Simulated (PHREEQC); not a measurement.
PHREEQC input (ion-association model, wateq4f.dat):

```
SOLUTION_MASTER_SPECIES
  An  An-  0  An  62.0  # stands for a non-complexing anion
SOLUTION_SPECIES
  An- = An-
    -log_k 0
    -gamma 3.0 0
PHASES
  Fix_H+
    H+ = H+
    -log_k 0
SOLUTION 1
  temp 25
  units mmol/kgw
  pH 7 charge
  B 1.9
  Na 300
  An 300
END
SELECTED_OUTPUT 1
  -reset false
  -pH true
  -pe true
  -ionic_strength true
  -water true
  -totals B Na
  -molalities Hfo_wOH Hfo_wOH2+ Hfo_wO- Hfo_sOH Hfo_sOH2+ Hfo_sO- Hfo_wH2BO3
USER_PUNCH 1
  -headings sigma psi
  10 PUNCH EDL("sigma", "Hfo"), EDL("psi", "Hfo")
PRINT
  -reset false
USE solution 1
SURFACE 1
  Hfo_wOH 0.000786517 600 0.35
  Hfo_sOH 1.96629e-05
EQUILIBRIUM_PHASES 1
  Fix_H+ -4 HAn 10
    -force_equality true
  O2(g) -0.68 10
END
# ... the last block is repeated for the other 12 points of pH, with NaOH or the acid as the point needs
```

Selected output (columns that matter, 9 of 13 rows; pH added in front):

```
pH	mu	B	Na	m_Hfo_wOH	m_Hfo_wOH2+	m_Hfo_wO-	m_Hfo_sOH	m_Hfo_sOH2+	m_Hfo_sO-	m_Hfo_wH2BO3	sigma	psi
4	0.30051	0.0018996	0.3	4.5444e-05	0.00074062	6.388e-08	1.1367e-06	1.8525e-05	1.5978e-09	3.8964e-07	0.34879	0.12292
5	0.3003	0.0018982	0.3	0.00021078	0.00057216	1.7788e-06	5.2816e-06	1.4337e-05	4.4573e-08	1.8056e-06	0.26865	0.10981
5.5	0.30023	0.0018972	0.3	0.00032698	0.00045131	5.4271e-06	8.2037e-06	1.1323e-05	1.3616e-07	2.799e-06	0.21002	0.09761
6	0.30017	0.0018963	0.3	0.00043141	0.00033884	1.2583e-05	1.0836e-05	8.5109e-06	3.1605e-07	3.6886e-06	0.15368	0.082516
7	0.30007	0.0018952	0.3	0.00056136	0.00018037	4.0023e-05	1.4119e-05	4.5368e-06	1.0067e-06	4.7559e-06	0.066112	0.046323
8	0.30016	0.0018953	0.30015	0.00059982	9.7293e-05	8.4716e-05	1.5085e-05	2.4469e-06	2.1306e-06	4.681e-06	0.0059242	0.0047291
8.5	0.30047	0.0018961	0.30049	0.00059647	7.0473e-05	0.00011565	1.4986e-05	1.7706e-06	2.9058e-06	3.9147e-06	-0.021281	-0.016708
9	0.301	0.0018974	0.30105	0.00057789	4.8571e-05	0.00015751	1.4494e-05	1.2182e-06	3.9505e-06	2.5234e-06	-0.051316	-0.037536
10	0.302	0.0018996	0.30214	0.0004719	1.7175e-05	0.00029703	1.1803e-05	4.2959e-07	7.4293e-06	3.81e-07	-0.13181	-0.07519
```
